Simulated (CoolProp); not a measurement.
Vapour pressure (kPa) of m-xylene: the reference equation beside estimates from Tc = 616.9 K, pc = 3535 kPa, ω = 0.326. Clausius-Clapeyron is anchored at 345.2 K with a constant enthalpy of vaporisation of 40.07 kJ/mol.

Values from CoolProp's reference Helmholtz-energy equation of state, Zhou 2012.

| T (K) | reference | Lee-Kesler | Clausius-Clapeyron | van der Waals | Redlich-Kwong | Soave-Redlich-Kwong | Peng-Robinson |
|---|---|---|---|---|---|---|---|
| 279.4 | ? | 0.3071 | 0.4115 | 48.71 | 1.812 | 0.3188 | 0.3642 |
| 295.8 | 0.9740 | 0.8771 | 1.071 | 73.57 | 4.382 | 0.9067 | 1.007 |
| 312.3 | 2.425 | 2.219 | 2.532 | 106.8 | 9.467 | 2.283 | 2.476 |
| 328.7 | 5.396 | 5.019 | 5.468 | 149.3 | 18.49 | 5.134 | 5.460 |
| 345.2 | 11.02 | 10.41 | 11.02 | 202.8 | 33.45 | 10.59 | 11.09 |
| 361.6 | 20.76 | 19.91 | 20.75 | 268.0 | 56.41 | 20.14 | 20.80 |
| 378.1 | 36.79 | 35.74 | 37.13 | 346.8 | 90.20 | 35.99 | 36.76 |
| 394.5 | 61.43 | 60.35 | 63.07 | 439.4 | 137.2 | 60.55 | 61.30 |
| 411 | 98.07 | 97.23 | 103.0 | 548.0 | 200.8 | 97.31 | 97.80 |
| 427.4 | 149.8 | 149.6 | 161.5 | 672.2 | 283.2 | 149.5 | ? |
| 443.9 | 221.1 | 222.0 | 245.6 | 814.4 | 388.4 | 221.9 | 220.7 |
| 460.3 | 315.7 | 318.1 | 361.6 | 973.8 | 518.1 | 318.1 | 315.3 |
| 476.8 | 439.4 | 443.6 | 519.4 | 1153 | 676.8 | 444.5 | 439.5 |
| 493.2 | 595.8 | 601.8 | ? | 1351 | 865.4 | 604.6 | 596.9 |

Q: Complete the blanks.

A: 
- 279.4, reference: 0.3461
- 427.4, Peng-Robinson: 149.4
- 493.2, Clausius-Clapeyron: 726.9

Absolute difference from the reference over all 14 rows, mean and median: Lee-Kesler 3.9 and 2.3 %, Clausius-Clapeyron 8.4 and 6.4 %, van der Waals 2454.4 and 729.0 %, Redlich-Kwong 170.2 and 134.3 %, Soave-Redlich-Kwong 2.9 and 1.8 %, Peng-Robinson 1.0 and 0.2 %.
